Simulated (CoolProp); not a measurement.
Properties of sulfur hexafluoride along the isobar 164 bar (Tc = 318.7 K, pc = 37.55 bar, ω = 0.210).

The numbers come from the reference Helmholtz-energy equation of state, Guder 2009 in CoolProp.

```csv
T (K),phase,Z,cv (kJ/(kg K)),expansivity (1/kK)
256.2,liquid,0.6319,0.5905,2.413
270.7,liquid,0.6202,0.6142,2.605
285.3,liquid,0.6122,0.6369,2.836
299.8,liquid,0.6082,0.6585,3.107
314.3,liquid,0.6083,0.6791,3.427
328.9,supercritical,0.6127,0.6990,3.799
343.4,supercritical,0.6219,0.7176,4.210
357.9,supercritical,0.6363,0.7350,4.634
372.5,supercritical,0.6560,0.7513,5.020
387,supercritical,0.6806,0.7659,5.292
401.5,supercritical,0.7090,0.7791,5.398
416.1,supercritical,0.7400,0.7911,5.326
430.6,supercritical,0.7714,0.8019,5.114
445.1,supercritical,0.8021,0.8119,4.820
459.7,supercritical,0.8312,0.8213,4.493
474.2,supercritical,0.8580,0.8301,4.170
```
